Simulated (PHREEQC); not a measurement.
A column of 0.5 m (30 cells, dispersivity 0.018 m, 60 s a shift, diffusion coefficient 3e-10 m²/s) holds 0.0024 eq of the database's cation exchanger X per kg of pore water, first in equilibrium with 0.0074 mol/kgw BaCl2, 0.041 mol/kgw KBr and 1e-05 mol/kgw HCl. It is flushed with 0.0018 mol KBr and 1e-05 mol HCl per kg of water, at 40 °C. Values are for the last cell. CO2 from the air is kept out. Precipitation was switched off in this run.

Equilibrium calculation in PHREEQC: ion-association model, phreeqc.dat.

```json
[
 {"pore volumes": "0", "Cl in solution (mol/kgw)": "0.0148", "Ba in solution (mol/kgw)": "0.00740", "K in solution (mol/kgw)": "0.0410", "Br in solution (mol/kgw)": "0.0410", "BaX2 on the exchanger (mol/kgw)": "0.000583", "KX on the exchanger (mol/kgw)": "0.00123"},
 {"pore volumes": "0.1833", "Cl in solution (mol/kgw)": "0.0148", "Ba in solution (mol/kgw)": "0.00740", "K in solution (mol/kgw)": "0.0410", "Br in solution (mol/kgw)": "0.0410", "BaX2 on the exchanger (mol/kgw)": "0.000583", "KX on the exchanger (mol/kgw)": "0.00123"},
 {"pore volumes": "0.5167", "Cl in solution (mol/kgw)": "0.0147", "Ba in solution (mol/kgw)": "0.00733", "K in solution (mol/kgw)": "0.0407", "Br in solution (mol/kgw)": "0.0407", "BaX2 on the exchanger (mol/kgw)": "0.000584", "KX on the exchanger (mol/kgw)": "0.00123"},
 {"pore volumes": "0.6833", "Cl in solution (mol/kgw)": "0.0134", "Ba in solution (mol/kgw)": "0.00657", "K in solution (mol/kgw)": "0.0374", "Br in solution (mol/kgw)": "0.0372", "BaX2 on the exchanger (mol/kgw)": "0.000596", "KX on the exchanger (mol/kgw)": "0.00121"},
 {"pore volumes": "1.017", "Cl in solution (mol/kgw)": "0.00626", "Ba in solution (mol/kgw)": "0.00275", "K in solution (mol/kgw)": "0.0191", "Br in solution (mol/kgw)": "0.0183", "BaX2 on the exchanger (mol/kgw)": "0.000688", "KX on the exchanger (mol/kgw)": "0.00102"},
 {"pore volumes": "1.183", "Cl in solution (mol/kgw)": "0.00331", "Ba in solution (mol/kgw)": "(withheld)", "K in solution (mol/kgw)": "0.0112", "Br in solution (mol/kgw)": "0.0105", "BaX2 on the exchanger (mol/kgw)": "0.000746", "KX on the exchanger (mol/kgw)": "0.000907"},
 {"pore volumes": "1.517", "Cl in solution (mol/kgw)": "0.000674", "Ba in solution (mol/kgw)": "0.000230", "K in solution (mol/kgw)": "0.00376", "Br in solution (mol/kgw)": "0.00356", "BaX2 on the exchanger (mol/kgw)": "0.000819", "KX on the exchanger (mol/kgw)": "0.000762"},
 {"pore volumes": "1.683", "Cl in solution (mol/kgw)": "0.000278", "Ba in solution (mol/kgw)": "0.000114", "K in solution (mol/kgw)": "0.00255", "Br in solution (mol/kgw)": "0.00251", "BaX2 on the exchanger (mol/kgw)": "0.000832", "KX on the exchanger (mol/kgw)": "0.000737"},
 {"pore volumes": "1.85", "Cl in solution (mol/kgw)": "0.000113", "Ba in solution (mol/kgw)": "7.54e-5", "K in solution (mol/kgw)": "0.00202", "Br in solution (mol/kgw)": "0.00207", "BaX2 on the exchanger (mol/kgw)": "0.000838", "KX on the exchanger (mol/kgw)": "0.000724"},
 {"pore volumes": "2.183", "Cl in solution (mol/kgw)": "2.37e-5", "Ba in solution (mol/kgw)": "5.78e-5", "K in solution (mol/kgw)": "0.00173", "Br in solution (mol/kgw)": "0.00184", "BaX2 on the exchanger (mol/kgw)": "0.000844", "KX on the exchanger (mol/kgw)": "0.000711"},
 {"pore volumes": "2.35", "Cl in solution (mol/kgw)": "1.48e-5", "Ba in solution (mol/kgw)": "5.65e-5", "K in solution (mol/kgw)": "0.00170", "Br in solution (mol/kgw)": "0.00181", "BaX2 on the exchanger (mol/kgw)": "0.000846", "KX on the exchanger (mol/kgw)": "0.000708"},
 {"pore volumes": "2.683", "Cl in solution (mol/kgw)": "1.06e-5", "Ba in solution (mol/kgw)": "5.58e-5", "K in solution (mol/kgw)": "0.00169", "Br in solution (mol/kgw)": "0.00180", "BaX2 on the exchanger (mol/kgw)": "0.000847", "KX on the exchanger (mol/kgw)": "0.000707"},
 {"pore volumes": "2.85", "Cl in solution (mol/kgw)": "1.02e-5", "Ba in solution (mol/kgw)": "(withheld)", "K in solution (mol/kgw)": "0.00169", "Br in solution (mol/kgw)": "0.00180", "BaX2 on the exchanger (mol/kgw)": "0.000846", "KX on the exchanger (mol/kgw)": "0.000709"},
 {"pore volumes": "3.183", "Cl in solution (mol/kgw)": "1.00e-5", "Ba in solution (mol/kgw)": "5.38e-5", "K in solution (mol/kgw)": "0.00169", "Br in solution (mol/kgw)": "0.00180", "BaX2 on the exchanger (mol/kgw)": "0.000841", "KX on the exchanger (mol/kgw)": "0.000718"},
 {"pore volumes": "3.35", "Cl in solution (mol/kgw)": "1.00e-5", "Ba in solution (mol/kgw)": "5.28e-5", "K in solution (mol/kgw)": "0.00169", "Br in solution (mol/kgw)": "0.00180", "BaX2 on the exchanger (mol/kgw)": "0.000838", "KX on the exchanger (mol/kgw)": "0.000725"},
 {"pore volumes": "3.517", "Cl in solution (mol/kgw)": "1.00e-5", "Ba in solution (mol/kgw)": "5.16e-5", "K in solution (mol/kgw)": "0.00170", "Br in solution (mol/kgw)": "0.00180", "BaX2 on the exchanger (mol/kgw)": "0.000834", "KX on the exchanger (mol/kgw)": "0.000732"},
 {"pore volumes": "3.85", "Cl in solution (mol/kgw)": "1.00e-5", "Ba in solution (mol/kgw)": "4.91e-5", "K in solution (mol/kgw)": "0.00170", "Br in solution (mol/kgw)": "0.00180", "BaX2 on the exchanger (mol/kgw)": "0.000825", "KX on the exchanger (mol/kgw)": "0.000749"},
 {"pore volumes": "4.017", "Cl in solution (mol/kgw)": "1.00e-5", "Ba in solution (mol/kgw)": "4.78e-5", "K in solution (mol/kgw)": "0.00170", "Br in solution (mol/kgw)": "0.00180", "BaX2 on the exchanger (mol/kgw)": "0.000821", "KX on the exchanger (mol/kgw)": "0.000758"},
 {"pore volumes": "4.35", "Cl in solution (mol/kgw)": "1.00e-5", "Ba in solution (mol/kgw)": "4.52e-5", "K in solution (mol/kgw)": "0.00171", "Br in solution (mol/kgw)": "0.00180", "BaX2 on the exchanger (mol/kgw)": "(withheld)", "KX on the exchanger (mol/kgw)": "0.000777"},
 {"pore volumes": "4.517", "Cl in solution (mol/kgw)": "1.00e-5", "Ba in solution (mol/kgw)": "4.39e-5", "K in solution (mol/kgw)": "0.00171", "Br in solution (mol/kgw)": "0.00180", "BaX2 on the exchanger (mol/kgw)": "0.000806", "KX on the exchanger (mol/kgw)": "0.000787"},
 {"pore volumes": "4.85", "Cl in solution (mol/kgw)": "1.00e-5", "Ba in solution (mol/kgw)": "4.16e-5", "K in solution (mol/kgw)": "0.00172", "Br in solution (mol/kgw)": "0.00180", "BaX2 on the exchanger (mol/kgw)": "0.000797", "KX on the exchanger (mol/kgw)": "0.000807"},
 {"pore volumes": "5.017", "Cl in solution (mol/kgw)": "1.00e-5", "Ba in solution (mol/kgw)": "4.04e-5", "K in solution (mol/kgw)": "0.00172", "Br in solution (mol/kgw)": "0.00180", "BaX2 on the exchanger (mol/kgw)": "0.000792", "KX on the exchanger (mol/kgw)": "0.000816"}
]
```

Task: Some entries are withheld; supply them.

Result: 
- 1.183, Ba in solution (mol/kgw): 0.00131
- 2.85, Ba in solution (mol/kgw): 5.54e-5
- 4.35, BaX2 on the exchanger (mol/kgw): 0.000811

At this temperature some constants are extrapolated from 25 °C, and those without enthalpy data are left unchanged.
